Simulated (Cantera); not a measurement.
What does this Cantera script print?

```python
import numpy as np
import cantera as ct

gas_names = """
    H H2 N NH NH2 NH3 N2 N2H2 N2H4 Si SiH SiH2 SiH3 SiH4 SiN Si2 Si2N Si3
""".split()
cond_names = """
    Si(cr) Si(L) Si3N4(a)
""".split()


# ... load() reads the species with a 1 bar reference pressure and builds the phases ...
atoms = {
    'SiH4': {'Si': 1, 'H': 4},
    'N2': {'N': 2},
}
top_T = {'Si3N4(a)': 2400}  # K; cautious upper limits of use, not melting points


# ... equilibrate(T, P, feed) seeds the gas with the atoms and calls Mixture.equilibrate('TP', solver="vcs", rtol=1e-11, max_steps=5000) ...
results = []
feed = {'SiH4': 1, 'N2': 1.5}  # mol
P = 1333.22  # Pa
for T in [823, 973, 1123, 1273, 1423, 1573, 1723, 1873, 2023]:
    mix = equilibrate(T, P, feed)
    results.append((T, P, feed, dict(zip(mix.species_names, mix.species_moles))))
    x = sorted(zip(gas.X, gas.species_names), reverse=True)
    print(f"T = {T:g} K  P = {P:g} Pa  gas = {mix.phase_moles(0):.4g} mol")
    print("   x: " + "  ".join(f"{s} {v:.3e}" for v, s in x if v > 0.0001))
    print("   condensed (mol): " + ("  ".join(f"{mix.phase(i).name} {mix.phase_moles(i):.4g}"
          for i in range(1, mix.n_phases) if mix.phase_moles(i) > 1e-12) or "none"))
```

Result:

```
T = 823 K  P = 1333.22 Pa  gas = 2.833 mol
   x: H2 7.059e-01  N2 2.941e-01
   condensed (mol): Si3N4(a) 0.3333
T = 973 K  P = 1333.22 Pa  gas = 2.833 mol
   x: H2 7.059e-01  N2 2.941e-01
   condensed (mol): Si3N4(a) 0.3333
T = 1123 K  P = 1333.22 Pa  gas = 2.833 mol
   x: H2 7.059e-01  N2 2.941e-01
   condensed (mol): Si3N4(a) 0.3333
T = 1273 K  P = 1333.22 Pa  gas = 2.833 mol
   x: H2 7.059e-01  N2 2.941e-01
   condensed (mol): Si3N4(a) 0.3333
T = 1423 K  P = 1333.22 Pa  gas = 2.833 mol
   x: H2 7.058e-01  N2 2.941e-01
   condensed (mol): Si3N4(a) 0.3333
T = 1573 K  P = 1333.22 Pa  gas = 2.834 mol
   x: H2 7.056e-01  N2 2.941e-01  H 2.958e-04
   condensed (mol): Si3N4(a) 0.3333
T = 1723 K  P = 1333.22 Pa  gas = 2.836 mol
   x: H2 7.047e-01  N2 2.939e-01  H 1.326e-03
   condensed (mol): Si3N4(a) 0.3333
T = 1873 K  P = 1333.22 Pa  gas = 3.51 mol
   x: H2 5.677e-01  N2 4.273e-01  H 4.211e-03  Si 6.614e-04
   condensed (mol): Si(L) 0.9971
T = 2023 K  P = 1333.22 Pa  gas = 3.538 mol
   x: H2 5.590e-01  N2 4.239e-01  H 1.230e-02  Si 4.267e-03  SiH 2.369e-04  Si2N 1.017e-04
   condensed (mol): Si(L) 0.9824
```

Method: chemical equilibrium by Gibbs-energy minimisation in Cantera with the NASA 1993 tables (ideal gas, pure condensed phases). N2 is the only nitrogen source here; it is nearly inert below about 1500 K, so the nitride shown seldom forms there in practice. The tables' values for SiN are old estimates; treat these amounts as uncertain. Gases not in the tables: Si2H6 and higher silanes.
